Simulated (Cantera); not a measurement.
Input (Python, Cantera) and output of one run.

```python
import numpy as np
import cantera as ct

gas_names = """
    F F2 H HF H2 H2F2 H3F3 H4F4 H5F5 H6F6 H7F7 N NF NF2 NF3 NH NH2 NH3 N2 N2H2 N2H4 Si SiF SiF2 SiF3
    SiF4 SiH SiHF3 SiH2 SiH2F2 SiH3 SiH3F SiH4 SiN Si2 Si2N Si3
""".split()
cond_names = """
    Si(cr) Si(L) Si3N4(a)
""".split()


# ... load() reads the species with a 1 bar reference pressure and builds the phases ...
atoms = {
    'Si': {'Si': 1},
    'NF3': {'N': 1, 'F': 3},
    'H2': {'H': 2},
}
top_T = {'Si3N4(a)': 2400}  # K; cautious upper limits of use, not melting points


# ... equilibrate(T, P, feed) seeds the gas with the atoms and calls Mixture.equilibrate('TP', solver="vcs", rtol=1e-11, max_steps=5000) ...
results = []
P = 75  # Pa
for T in [823, 873, 923, 973, 1023, 1073, 1123, 1173, 1223, 1273, 1323, 1373, 1423, 1473]:
    for m in [0.11, 0.27, 0.65, 1.6, 3.8, 9.3, 23]:
        feed = {'Si': 1, 'NF3': 0.86, 'H2': m}  # mol
        mix = equilibrate(T, P, feed)
        results.append((T, P, feed, dict(zip(mix.species_names, mix.species_moles))))

for T, P, feed, n in results:
    print(f"{T:7g} {feed['H2']:10.4g}  " + (" + ".join(c for c in cond_names if n.get(c, 0) > 1e-12) or "gas only"))
```

It prints:

```
    823       0.11  Si3N4(a)
    823       0.27  Si3N4(a)
    823       0.65  Si3N4(a)
    823        1.6  Si3N4(a)
    823        3.8  Si3N4(a)
    823        9.3  Si3N4(a)
    823         23  Si3N4(a)
    873       0.11  Si3N4(a)
    873       0.27  Si3N4(a)
    873       0.65  Si3N4(a)
    873        1.6  Si3N4(a)
    873        3.8  Si3N4(a)
    873        9.3  Si3N4(a)
    873         23  Si3N4(a)
    923       0.11  Si3N4(a)
    923       0.27  Si3N4(a)
    923       0.65  Si3N4(a)
    923        1.6  Si3N4(a)
    923        3.8  Si3N4(a)
    923        9.3  Si3N4(a)
    923         23  Si3N4(a)
    973       0.11  Si3N4(a)
    973       0.27  Si3N4(a)
    973       0.65  Si3N4(a)
    973        1.6  Si3N4(a)
    973        3.8  Si3N4(a)
    973        9.3  Si3N4(a)
    973         23  Si3N4(a)
   1023       0.11  Si3N4(a)
   1023       0.27  Si3N4(a)
   1023       0.65  Si3N4(a)
   1023        1.6  Si3N4(a)
   1023        3.8  Si3N4(a)
   1023        9.3  Si3N4(a)
   1023         23  Si3N4(a)
   1073       0.11  Si3N4(a)
   1073       0.27  Si3N4(a)
   1073       0.65  Si3N4(a)
   1073        1.6  Si3N4(a)
   1073        3.8  Si3N4(a)
   1073        9.3  Si3N4(a)
   1073         23  Si3N4(a)
   1123       0.11  Si3N4(a)
   1123       0.27  Si3N4(a)
   1123       0.65  Si3N4(a)
   1123        1.6  Si3N4(a)
   1123        3.8  Si3N4(a)
   1123        9.3  Si3N4(a)
   1123         23  Si3N4(a)
   1173       0.11  Si3N4(a)
   1173       0.27  Si3N4(a)
   1173       0.65  Si3N4(a)
   1173        1.6  Si3N4(a)
   1173        3.8  Si3N4(a)
   1173        9.3  Si3N4(a)
   1173         23  Si3N4(a)
   1223       0.11  Si3N4(a)
   1223       0.27  Si3N4(a)
   1223       0.65  Si3N4(a)
   1223        1.6  Si3N4(a)
   1223        3.8  Si3N4(a)
   1223        9.3  Si3N4(a)
   1223         23  Si3N4(a)
   1273       0.11  Si3N4(a)
   1273       0.27  Si3N4(a)
   1273       0.65  Si3N4(a)
   1273        1.6  Si3N4(a)
   1273        3.8  Si3N4(a)
   1273        9.3  Si3N4(a)
   1273         23  Si3N4(a)
   1323       0.11  Si3N4(a)
   1323       0.27  Si3N4(a)
   1323       0.65  Si3N4(a)
   1323        1.6  Si3N4(a)
   1323        3.8  Si3N4(a)
   1323        9.3  Si3N4(a)
   1323         23  Si3N4(a)
   1373       0.11  Si3N4(a)
   1373       0.27  Si3N4(a)
   1373       0.65  Si3N4(a)
   1373        1.6  Si3N4(a)
   1373        3.8  Si3N4(a)
   1373        9.3  Si3N4(a)
   1373         23  Si3N4(a)
   1423       0.11  Si3N4(a)
   1423       0.27  Si3N4(a)
   1423       0.65  Si3N4(a)
   1423        1.6  Si3N4(a)
   1423        3.8  Si3N4(a)
   1423        9.3  Si3N4(a)
   1423         23  Si(cr) + Si3N4(a)
   1473       0.11  Si3N4(a)
   1473       0.27  Si3N4(a)
   1473       0.65  Si3N4(a)
   1473        1.6  Si3N4(a)
   1473        3.8  Si3N4(a)
   1473        9.3  Si(cr) + Si3N4(a)
   1473         23  Si(cr)
```

Method: chemical equilibrium by Gibbs-energy minimisation in Cantera with the NASA 1993 tables (ideal gas, pure condensed phases). Mutual solubility and eutectic melting of coexisting phases are not modelled. The tables' values for SiF2, SiF3 are old estimates.
